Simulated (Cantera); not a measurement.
A Cantera script and what it prints.

```python
import numpy as np
import cantera as ct

gas_names = """
    AL ALCL ALCL2 ALCL3 ALH ALN AL2 AL2CL6 CL CL2 H HCL H2 N NH NH2 NH3 N2 N2H2 N2H4
""".split()
cond_names = """
    AL(cr) AL(L) ALCL3(s) ALCL3(L) ALN(s) NH4CL(a) NH4CL(b)
""".split()


# ... load() reads the species with a 1 bar reference pressure and builds the phases ...
atoms = {
    'AlCl3': {'AL': 1, 'CL': 3},
    'NH3': {'N': 1, 'H': 3},
    'H2': {'H': 2},
}
top_T = {'ALN(s)': 2750}  # K; cautious upper limits of use, not melting points


# ... equilibrate(T, P, feed) seeds the gas with the atoms and calls Mixture.equilibrate('TP', solver="vcs", rtol=1e-11, max_steps=5000) ...
results = []
feed = {'AlCl3': 1, 'NH3': 180, 'H2': 170}  # mol
for P in [10, 28, 77, 220, 600, 1700, 4600, 13000, 36000, 100000]:
    for T in [1398, 1448, 1498, 1548, 1598, 1648, 1698, 1748, 1798, 1848, 1898, 1948, 1998]:
        mix = equilibrate(T, P, feed)
        results.append((T, P, feed, dict(zip(mix.species_names, mix.species_moles))))

for T, P, feed, n in results:
    print(f"{T:7g} {P:10.4g}  " + (" + ".join(c for c in cond_names if n.get(c, 0) > 1e-12) or "gas only"))
```

Output:

```
   1398         10  gas only
   1448         10  gas only
   1498         10  gas only
   1548         10  gas only
   1598         10  gas only
   1648         10  gas only
   1698         10  gas only
   1748         10  gas only
   1798         10  gas only
   1848         10  gas only
   1898         10  gas only
   1948         10  gas only
   1998         10  gas only
   1398         28  gas only
   1448         28  gas only
   1498         28  gas only
   1548         28  gas only
   1598         28  gas only
   1648         28  gas only
   1698         28  gas only
   1748         28  gas only
   1798         28  gas only
   1848         28  gas only
   1898         28  gas only
   1948         28  gas only
   1998         28  gas only
   1398         77  ALN(s)
   1448         77  gas only
   1498         77  gas only
   1548         77  gas only
   1598         77  gas only
   1648         77  gas only
   1698         77  gas only
   1748         77  gas only
   1798         77  gas only
   1848         77  gas only
   1898         77  gas only
   1948         77  gas only
   1998         77  gas only
   1398        220  ALN(s)
   1448        220  ALN(s)
   1498        220  gas only
   1548        220  gas only
   1598        220  gas only
   1648        220  gas only
   1698        220  gas only
   1748        220  gas only
   1798        220  gas only
   1848        220  gas only
   1898        220  gas only
   1948        220  gas only
   1998        220  gas only
   1398        600  ALN(s)
   1448        600  ALN(s)
   1498        600  ALN(s)
   1548        600  gas only
   1598        600  gas only
   1648        600  gas only
   1698        600  gas only
   1748        600  gas only
   1798        600  gas only
   1848        600  gas only
   1898        600  gas only
   1948        600  gas only
   1998        600  gas only
   1398       1700  ALN(s)
   1448       1700  ALN(s)
   1498       1700  ALN(s)
   1548       1700  ALN(s)
   1598       1700  gas only
   1648       1700  gas only
   1698       1700  gas only
   1748       1700  gas only
   1798       1700  gas only
   1848       1700  gas only
   1898       1700  gas only
   1948       1700  gas only
   1998       1700  gas only
   1398       4600  ALN(s)
   1448       4600  ALN(s)
   1498       4600  ALN(s)
   1548       4600  ALN(s)
   1598       4600  ALN(s)
   1648       4600  ALN(s)
   1698       4600  gas only
   1748       4600  gas only
   1798       4600  gas only
   1848       4600  gas only
   1898       4600  gas only
   1948       4600  gas only
   1998       4600  gas only
   1398    1.3e+04  ALN(s)
   1448    1.3e+04  ALN(s)
   1498    1.3e+04  ALN(s)
   1548    1.3e+04  ALN(s)
   1598    1.3e+04  ALN(s)
   1648    1.3e+04  ALN(s)
   1698    1.3e+04  ALN(s)
   1748    1.3e+04  gas only
   1798    1.3e+04  gas only
   1848    1.3e+04  gas only
   1898    1.3e+04  gas only
   1948    1.3e+04  gas only
   1998    1.3e+04  gas only
   1398    3.6e+04  ALN(s)
   1448    3.6e+04  ALN(s)
   1498    3.6e+04  ALN(s)
   1548    3.6e+04  ALN(s)
   1598    3.6e+04  ALN(s)
   1648    3.6e+04  ALN(s)
   1698    3.6e+04  ALN(s)
   1748    3.6e+04  ALN(s)
   1798    3.6e+04  gas only
   1848    3.6e+04  gas only
   1898    3.6e+04  gas only
   1948    3.6e+04  gas only
   1998    3.6e+04  gas only
   1398      1e+05  ALN(s)
   1448      1e+05  ALN(s)
   1498      1e+05  ALN(s)
   1548      1e+05  ALN(s)
   1598      1e+05  ALN(s)
   1648      1e+05  ALN(s)
   1698      1e+05  ALN(s)
   1748      1e+05  ALN(s)
   1798      1e+05  ALN(s)
   1848      1e+05  ALN(s)
   1898      1e+05  gas only
   1948      1e+05  gas only
   1998      1e+05  gas only
```

These are equilibrium values from Cantera (NASA tables, ideal gas, pure condensed phases), not measurements of a reactor. The tables' values for AlCl2 are old estimates.
